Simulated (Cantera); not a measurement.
Standard-state values (1 bar) from the NASA 1993 polynomials, evaluated with Cantera. Values are per mole of reaction as written; species without (g) are pure solids or liquids, kept so even where they would boil at 1 bar. VO: taken at fixed stoichiometry.

Question: Between 2323 and 2998 K, where is each reaction favourable under standard conditions?
- 2 NH3(g) + 6 V2O3 → 3 H2O2(g) + 12 VO + 2 N(g)

Answer: 
- 2 NH3(g) + 6 V2O3 → 3 H2O2(g) + 12 VO + 2 N(g): ΔG° is 1503 kJ at 2323 K and 1162 kJ at 2998 K; it stays positive (K < 1). ΔH° is 2631 kJ and ΔS° 490 J/K at 2998 K.
